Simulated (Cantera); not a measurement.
Cantera run, input and output.

```python
import numpy as np
import cantera as ct

gas = ct.Solution("h2o2.yaml")
gas.TPX = 1050, 100000, {'H2': 1, 'O2': 0.532, 'N2': 2}
reactor = ct.IdealGasConstPressureReactor(gas, energy="on", clone=False)
net = ct.ReactorNet([reactor])
net.rtol, net.atol = 1e-08, 1e-16
show = ['H2', 'O2', 'H', 'O', 'H2O2', 'HO2']
times = np.geomspace(1e-06, 4, 12)

steps = ct.SolutionArray(gas, extra=["t"])
rows = []
print(f"{'t/s':>10s}{'T/K':>9s}{'P/Pa':>11s}" + "".join(f"{s:>11s}" for s in show))
for t in times:
    while net.time < t:
        t_next = net.step()
        steps.append(gas.state, t=t_next)
    rows.append([np.interp(t, steps.t, y) for y in (steps.T, steps.P, *steps(*show).X.T)])
    print(f"{t:10.3e}{rows[-1][0]:9.1f}{rows[-1][1]:11.4g}" + "".join(f"{x:11.3e}" for x in rows[-1][2:]))
rate = np.gradient(steps.T, steps.t)
print("integrator steps:", len(steps.t))
if steps.T.max() > steps.T[0] + 200:
    print(f"time of steepest temperature rise: {steps.t[rate.argmax()]:.4e} s")
gas.TPX = 1050, 100000, {'H2': 1, 'O2': 0.532, 'N2': 2}
gas.equilibrate("HP")
print(f"equilibrium (HP): T = {gas.T:.1f} K  " + "  ".join(f"{s} {gas[s].X[0]:.3e}" for s in show))
```

Result:

```
       t/s      T/K       P/Pa         H2         O2          H          O       H2O2        HO2
 1.000e-06   1050.0      1e+05  2.831e-01  1.506e-01  1.090e-10  5.075e-12  2.303e-14  1.197e-10
 3.983e-06   1050.0      1e+05  2.831e-01  1.506e-01  4.723e-10  4.543e-11  4.001e-13  5.463e-10
 1.586e-05   1050.0      1e+05  2.831e-01  1.506e-01  3.924e-09  4.639e-10  9.659e-12  4.131e-09
 6.318e-05   1050.0      1e+05  2.831e-01  1.506e-01  8.674e-07  1.052e-07  2.899e-09  8.044e-07
 2.516e-04   2513.0      1e+05  3.786e-02  2.300e-02  1.827e-02  8.226e-03  2.754e-07  5.935e-06
 1.002e-03   2689.0      1e+05  2.833e-02  1.866e-02  9.243e-03  4.737e-03  3.877e-07  6.101e-06
 3.991e-03   2689.0      1e+05  2.833e-02  1.866e-02  9.243e-03  4.736e-03  3.877e-07  6.101e-06
 1.590e-02   2689.0      1e+05  2.833e-02  1.866e-02  9.243e-03  4.736e-03  3.877e-07  6.101e-06
 6.331e-02   2689.0      1e+05  2.833e-02  1.866e-02  9.243e-03  4.736e-03  3.877e-07  6.101e-06
 2.522e-01   2689.0      1e+05  2.833e-02  1.866e-02  9.243e-03  4.736e-03  3.877e-07  6.101e-06
 1.004e+00   2689.0      1e+05  2.833e-02  1.866e-02  9.243e-03  4.736e-03  3.877e-07  6.101e-06
 4.000e+00   2689.0      1e+05  2.833e-02  1.866e-02  9.243e-03  4.736e-03  3.877e-07  6.101e-06
integrator steps: 1206
time of steepest temperature rise: 1.4325e-04 s
equilibrium (HP): T = 2689.0 K  H2 2.833e-02  O2 1.866e-02  H 9.243e-03  O 4.736e-03  H2O2 3.877e-07  HO2 6.101e-06
```

Detailed kinetics in Cantera: the H2/O2 subset of GRI-Mech 3.0, which has no nitrogen chemistry.
